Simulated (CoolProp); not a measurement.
The fluid at 293.15 K and 0.36 MPa (gas) is heated at constant pressure to 343.8 K. The same conditions are run with several fluids, on thermodynamics alone (safety and materials aside).

Values from CoolProp's reference Helmholtz-energy equation of state of each fluid (methane: Setzmann 1991; C2F6 (R116): Lemmon 2006; R13: Platzer 1990; ethane: Bücker 2006; CH2F2 (R32): Tillner-Roth 1997). The equations of Platzer and Polt are older, rougher fits.

```json
[
 {"fluid": "methane", "heat (kJ/kg)": "116", "final density (kg/m³)": "2.03"},
 {"fluid": "C2F6 (R116)", "heat (kJ/kg)": "41.3", "final density (kg/m³)": "17.8"},
 {"fluid": "R13", "heat (kJ/kg)": "34.4", "final density (kg/m³)": "13.4"},
 {"fluid": "ethane", "heat (kJ/kg)": "94.5", "final density (kg/m³)": "3.85"},
 {"fluid": "CH2F2 (R32)", "heat (kJ/kg)": "46.5", "final density (kg/m³)": "6.73"}
]
```
